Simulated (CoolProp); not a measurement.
Model: reference Helmholtz-energy equation of state, Thol 2017, in CoolProp.

Task: Give the vapour pressure (MPa), liquid density (kg/m³), vapour density (kg/m³), enthalpy of vaporisation (kJ/kg) of saturated octamethyltrisiloxane (MDM) at 496.7, 523.3 K.

Result: 
| T (K) | p (MPa) | liquid density (kg/m³) | vapour density (kg/m³) | enthalpy of vaporisation (kJ/kg) |
|---|---|---|---|---|
| 496.7 | 0.474 | 571 | 35.2 | 114 |
| 523.3 | 0.750 | 517 | 60.7 | 93.2 |
